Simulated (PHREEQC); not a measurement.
**Cooling-tower water: speciation**

Synthetic water in mg/kgw, 20 °C, pH 6.51, pe 11.9: Na 113; K 23; Ca 235; Mg 42.6; Cl 314; S(6) as SO4 204; Alkalinity as HCO3 750; Cd 0.362.

Valence states are taken as typed.

All values are PHREEQC results (ion-association model, wateq4f.dat), not measurements.

Precipitation was switched off in this run.

Question: What ionic strength, charge-balance error does the model give?

Answer: ionic strength 0.0295 mol/kgw; charge-balance error -10.9 %.

Question: In which forms is Cd present?

Answer: Cd+2 57 %, CdCl+ 25 %, CdHCO3+ 11 %, CdSO4 6.8 %, CdCl2 0.6 % of the Cd.

Examples of supersaturated solids here: Otavite. Others may be too. Species that the database lacks are ignored. The database's cadmium carbonate complexes are estimates of doubtful size.
